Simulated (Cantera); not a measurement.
# Catalytic stagnation flow on Pt

A jet of CH4 : O2 : N2 = 0.015 : 0.068 : 0.79 (molar parts) at 300 K and 0.138 atm hits a platinum plate 5.2 cm away at a mass flux of 0.062 kg/m²/s; the plate temperature is set and raised in steps from an oxygen-covered start.

Computed with Cantera and Deutschmann's 1995 Pt surface mechanism with GRI-Mech 3.0 gas chemistry. Catalytic surfaces can have several steady states; this one follows from the mechanism file's or the stated starting coverage.

```tsv
plate T (K)	wall x CH4	wall x O2	wall x H2O	wall x OH	wall x CO	wall x CO2	θ free Pt	θ O*	θ OH*
900	0.00922	0.0610	0.0148	2.02e-8	3.59e-6	0.00972	0.208	0.791	0.00123
950	0.00650	0.0553	0.0198	6.24e-8	3.52e-6	0.0130	0.278	0.721	0.00128
1000	0.00464	0.0513	0.0233	1.66e-7	3.40e-6	0.0153	0.350	0.649	0.00123
1050	0.00342	0.0488	0.0255	3.92e-7	3.35e-6	0.0167	0.421	0.578	0.00112
1100	0.00263	0.0471	0.0268	8.45e-7	3.40e-6	0.0177	0.490	0.509	0.00100
```
x: mole fraction at the wall; θ: surface coverage.
